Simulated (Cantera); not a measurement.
Charge: 1 mol SiH₂Cl₂, 7.1 mol N₂O, 26 mol N₂, at 800 °C and 15.0 Torr.

These are equilibrium values from Cantera (NASA tables, ideal gas, pure condensed phases), not measurements of a reactor. Candidate condensed phases: H₂O, NH₄Cl, Si, SiO₂, Si₂N₂O, Si₃N₄; 47 gas species. Kinetics and transport are ignored.

Base state: N₂ 0.881, O₂ 0.0658, HCl 0.0451, H₂O 0.00404, Cl₂ 0.00381, Cl 0.000470, NO 3.92e-5 (mole fractions); condensed: SiO₂(β-quartz).

What changes in the equilibrium state with this change: SiH₂Cl₂ replaced by SiF₄?


```json
[
 {"species": "N₂", "before": "0.881", "after": "0.879"},
 {"species": "O₂", "before": "0.0658", "after": "0.0943"},
 {"species": "SiF₄", "before": "0", "after": "0.0266"},
 {"species": "HCl", "before": "0.0451", "after": "0"},
 {"species": "H₂O", "before": "0.00404", "after": "0"},
 {"species": "Cl₂", "before": "0.00381", "after": "0"},
 {"species": "Cl", "before": "0.000470", "after": "0"},
 {"species": "SiO₂(β-quartz), mol", "before": "1.00", "after": "0"}
]
```
